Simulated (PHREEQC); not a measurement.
A solution holds 0.0097 mol/kgw PbCl2 and 0.0043 mol/kgw KBr, at 90 °C. Closed to the air; pH follows from the charge balance.

Computed with PHREEQC (ion-association model, phreeqc.dat).

| quantity | before | after |
|---|---|---|
| pH | 5.15 | 6.20 |
| ionic strength (mol/kgw) | 0.0221 | 0.00430 |
| Br- (mol/kgw) | 0.00332 | 0.00430 |

**Question.** Name the change that produced these shifts.
(A) diluted 10-fold with water
(B) temperature from 90 to 50 °C
(C) PbCl2 left out
(D) diluted 5-fold with water
(E) PbCl2 from 0.0097 to 0.00194 mol/kgw

**Answer.** C, PbCl2 left out

No solid was allowed to form. Some of these states are supersaturated (in Pb(OH)2, for instance). Constants without temperature data keep their 25 °C values here.
